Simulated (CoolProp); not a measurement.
Values from CoolProp's reference Helmholtz-energy equation of state, Wu 2011.

Problem. For dimethyl ether, give the phase and the density (kg/m³), cp (kJ/(kg K)), isothermal compressibility (1/MPa), viscosity (µPa s) at 17.65 °C and 9.53 MPa.

Solution. 
- 17.65 °C and 9.53 MPa: liquid; density 689, cp 2.33, isothermal compressibility 0.00223, viscosity 147

Viscosity comes from a separate model (Meng 2012).
